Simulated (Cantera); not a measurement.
Input: 1 mol SiCl4, 5.8 mol O2, equilibrated at 1350 K and 1000 Pa.

Cantera equilibrium calculation (NASA polynomials, part measured and part estimated; ideal gas, pure solids and liquids). Candidate condensed phases: Si, SiO2; 15 gas species. The tables hold silica as quartz up to 1696 K and as liquid above; real silica turns to tridymite and cristobalite and melts near 1996 K. Equilibrium is a limit: real reactors are often held back by kinetics, nucleation or transport.

Task: What is the equilibrium state?

Result: 
| Item | Result |
|---|---|
| x(O2) | 0.673 |
| x(Cl2) | 0.234 |
| x(Cl) | 0.0923 |
| x(ClO) | 0.000230 |
| x(O) | 3.46e-6 |
| n(SiO2(β-quartz)) | 1.00 mol |
| gas amount | 7.129 mol |
| log10 activity of Si(s) (absent) | -23.72 |
